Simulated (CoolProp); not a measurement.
A single-stage vapour-compression cycle with isohexane: evaporating at 287.15 K (dew point), condensing at 317.15 K (bubble point), superheat 5 K, subcooling 0 K, compressor efficiency 0.7, no pressure losses. Each further row changes one setting.

The numbers come from the reference Helmholtz-energy equation of state, Lemmon 2006 in CoolProp. It is a short technical equation, of lower accuracy than the large ones.

| case | cooling COP | pressure ratio | discharge temperature (K) | refrigerating effect (kJ/kg) | volumetric capacity (kJ/m³) |
|---|---|---|---|---|---|
| as stated | [?] | 3.34 | 322.5 | 295 | 186 |
| evaporating temperature 292.15 K | [?] | 2.68 | 322.0 | [?] | 235 |
| condensing temperature 312.15 K | [?] | 2.79 | 317.9 | 306 | 193 |
| subcooling 5 K | 6.22 | 3.34 | 322.5 | 306 | 193 |
| superheat 15 K | 6.10 | 3.34 | [?] | [?] | 190 |
| compressor efficiency 0.6 | 5.13 | 3.34 | [?] | 295 | 186 |

Some entries are withheld; supply them.


- as stated, cooling COP: 5.98
- evaporating temperature 292.15 K, cooling COP: 7.46
- evaporating temperature 292.15 K, refrigerating effect (kJ/kg): 303
- condensing temperature 312.15 K, cooling COP: 7.35
- superheat 15 K, discharge temperature (K): 332.5
- superheat 15 K, refrigerating effect (kJ/kg): 311
- compressor efficiency 0.6, discharge temperature (K): 327.0
